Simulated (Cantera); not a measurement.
Feed: 1 mol PbO, 42 mol N2, equilibrated at 0.00133 bar.

Cantera equilibrium calculation (NASA polynomials, part measured and part estimated; ideal gas, pure solids and liquids). Candidate condensed phases: Pb, PbO, PbO2, Pb3O4; 12 gas species. Kinetics and transport are ignored.

Question: Which condensed phases are stable at each of these points (T (K)): 925, 1000, 1075, 1150, 1225, 1300, 1375, 1450?

Answer: 
| T (K) | condensed phases | Pb condensed (%) |
|---|---|---|
| 925 | PbO(yellow) | 99.9 |
| 1000 | PbO(yellow) | 98.9 |
| 1075 | PbO(yellow) | 88.6 |
| 1150 | PbO(yellow) | 14.6 |
| 1225 | gas only | 0.0 |
| 1300 | gas only | 0.0 |
| 1375 | gas only | 0.0 |
| 1450 | gas only | 0.0 |

From 925 K to 1150 K the condensed part is PbO(yellow). From 1225 K to 1450 K nothing is condensed.
